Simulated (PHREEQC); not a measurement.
Sulfide liquor: speciation

Dissolve 0.45 mmol/kgw H2S, 7.3 mmol/kgw HCl and 46 mmol/kgw FeCl2 at 20 °C. Closed to the air; pH follows from the charge balance.

All values are PHREEQC results (ion-association model, phreeqc.dat), not measurements.

Precipitation was switched off in this run.

Estimate the pH.

pH 2.23.

In which forms is Fe present?

Fe+2 95 %, FeCl+ 4.6 % of the Fe.

Species that the database lacks are ignored.
